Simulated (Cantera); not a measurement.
## Equilibrium for silicon epitaxy and polysilicon growth: Si2Cl6 + Cl2 + N2

Charge: 1 mol Si2Cl6, 0.037 mol Cl2, a varied amount of N2, equilibrated at 1.33 mbar.

Method: chemical equilibrium by Gibbs-energy minimisation in Cantera with the NASA 1993 tables (ideal gas, pure condensed phases). Candidate condensed phases: Si, Si3N4; 13 gas species. The feed counts by its element totals alone. N2 is the only nitrogen source here; it is nearly inert below about 1500 K, so the nitride shown seldom forms there in practice. The tables' values for SiCl3 are old estimates. The numbers say what is thermodynamically allowed, not how fast it happens.

Stable condensed phases:

```
T in K \ n(N2) in mol
          28  34  41  49  58  70  83 100 120 140 170 200
   1500    A   A   A   A   A   A   A   A   A   A   A   A
   1475    A   A   A   A   A   A   A   A   A   A   A   A
   1450    A   A   A   A   A   A   A   A   A   A   A   A
   1425    A   A   A   A   A   A   A   A   A   A   A   A
   1400    A   A   A   A   A   A   A   A   A   A   A   A
   1375    A   A   A   A   A   A   A   A   A   A   A   A
   1350    A   A   A   A   A   A   A   A   A   A   A   A
   1325    A   A   A   A   A   A   A   A   A   A   A   A
   1300    B   B   B   A   A   A   A   A   A   A   A   A
   1275    B   B   B   B   B   B   B   B   B   A   A   A
   1250    B   B   B   B   B   B   B   B   B   B   B   B
   1225    B   B   B   B   B   B   B   B   B   B   B   B
   1200    B   B   B   B   B   B   B   B   B   B   B   B
   1175    B   B   B   B   B   B   B   B   B   B   B   B
```

A: gas only; B: Si3N4.
